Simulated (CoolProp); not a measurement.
R125 along the isotherm 84.15 °C: density (kg/m³) from the reference equation and from simpler models built on Tc = 66.0 °C, pc = 3.618 MPa, ω = 0.305; each cubic takes its own stable root.

The numbers come from the reference Helmholtz-energy equation of state, Lemmon 2005 in CoolProp.

| p (MPa) | phase | reference |
|---|---|---|
| 0.113 | gas | 4.607 |
| 0.226 | gas | 9.298 |
| 0.339 | gas | 14.08 |
| 0.452 | gas | 18.95 |
| 0.565 | gas | 23.92 |
| 0.678 | gas | 29.00 |
| 0.791 | gas | 34.18 |
| 0.905 | gas | 39.52 |
| 1.02 | gas | 45.03 |
| 1.13 | gas | 50.43 |
| 1.24 | gas | 55.95 |
| 1.36 | gas | 62.13 |
| 1.47 | gas | 67.93 |
| 1.58 | gas | 73.89 |
| 1.7 | gas | 80.58 |
| 1.81 | gas | 86.88 |

### Question
How far does each simpler model (Redlich-Kwong, Soave-Redlich-Kwong) lie from the reference over these 16 states: mean and median of the absolute difference, and the worst?

### Answer
- Redlich-Kwong: mean 0.2 %, median 0.2 %, worst +0.4 % at 84.15 °C and 1.81 MPa
- Soave-Redlich-Kwong: mean 0.1 %, median 0.1 %, worst -0.3 % at 84.15 °C and 1.81 MPa
